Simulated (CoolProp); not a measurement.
R21 along the isotherm 473 K: density (kg/m³) from the reference equation and from simpler models built on Tc = 452.7 K, pc = 5.289 MPa, ω = 0.206; each cubic takes its own stable root.

The numbers come from the reference Helmholtz-energy equation of state, Platzer 1990 in CoolProp. This equation is an older, rougher fit; its heat capacities, sound speeds and derivatives of the liquid may be far off and weren't checked against measurements.

```tsv
p (MPa)	phase	reference	ideal gas	van der Waals	Redlich-Kwong	Soave-Redlich-Kwong	Peng-Robinson
0.721	gas	19.67	18.87	19.60	19.70	19.68	19.78
1.44	gas	41.13	37.69	40.85	41.23	41.16	___
2.16	gas	65.03	56.53	64.29	65.20	65.00	66.07
2.88	gas	92.13	75.37	90.59	92.32	91.86	93.96
3.61	gas	124.2	94.48	121.4	124.3	123.3	___
4.33	gas	162.7	113.3	158.1	162.3	160.3	166.3
5.05	gas	212.6	132.2	206.1	211.1	___	216.4
5.77	supercritical	284.4	151.0	282.9	281.9	271.0	286.0
6.49	supercritical	405.1	169.8	442.5	409.0	372.9	396.5
7.21	supercritical	573.4	188.7	517.8	541.4	500.5	537.2
7.93	supercritical	683.4	207.5	556.4	611.5	580.9	630.0
```

Question: Some entries are withheld; supply them.

Answer: 
- 1.44, Peng-Robinson: 41.60
- 3.61, Peng-Robinson: 127.0
- 5.05, Soave-Redlich-Kwong: 206.8
